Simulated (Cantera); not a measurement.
Gas mixture: CO : H2 : C2H2 = 0.22 : 0.64 : 0.55 (molar parts), at 8.00 bar, frozen composition.

Cantera's kinetic-theory transport with the Lennard-Jones parameters of GRI-Mech 3.0, ideal gas; thermal conductivity in the multicomponent form.

D: mixture-averaged diffusion coefficient of that species in the mixture.

| T (K) | ρ (kg/m³) | cp (J/kg/K) | μ (µPa s) | λ (mW/m/K) | Pr | D (cm²/s) H2 | D (cm²/s) CH4 | D (cm²/s) H |
|---|---|---|---|---|---|---|---|---|
| 400 | 3.71 | 2427 | [?] | 82.8 | 0.463 | 0.137 | 0.0604 | 0.277 |
| 500 | 2.97 | 2545 | [?] | 99.8 | 0.478 | 0.200 | 0.0895 | 0.410 |
| 600 | 2.48 | 2635 | [?] | 116 | 0.489 | 0.272 | 0.123 | 0.562 |
| 700 | 2.12 | 2716 | [?] | 131 | 0.497 | 0.352 | 0.160 | 0.732 |
| 800 | 1.86 | 2795 | 26.4 | 147 | 0.502 | 0.440 | 0.201 | 0.919 |
| 900 | 1.65 | 2872 | [?] | 162 | 0.506 | 0.536 | 0.245 | 1.12 |

Problem. Complete the blanks.

Solution. 
- 400, μ (µPa s): 15.8
- 500, μ (µPa s): 18.8
- 600, μ (µPa s): 21.5
- 700, μ (µPa s): 24.0
- 900, μ (µPa s): 28.6
